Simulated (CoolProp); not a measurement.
Ethylene along the isotherm 2.05 °C: fugacity coefficient from the reference equation and from simpler models built on Tc = 9.2 °C, pc = 5042 kPa, ω = 0.087; each cubic takes its own stable root.

Values from CoolProp's reference Helmholtz-energy equation of state, Smukala 2000.

```tsv
p (kPa)	phase	reference
280	gas	0.9798
560	gas	0.9598
840	gas	0.9398
1120	gas	0.9199
1400	gas	0.9001
1680	gas	0.8803
1960	gas	0.8606
2240	gas	0.8409
2520	gas	0.8212
```

Question: How far does each simpler model (Redlich-Kwong, Peng-Robinson) lie from the reference over these 9 states: mean and median of the absolute difference, and the worst?

Answer: 
- Redlich-Kwong: mean 0.0 %, median 0.0 %, worst -0.0 % at 2.05 °C and 1400 kPa
- Peng-Robinson: mean 1.1 %, median 1.1 %, worst -2.0 % at 2.05 °C and 2520 kPa
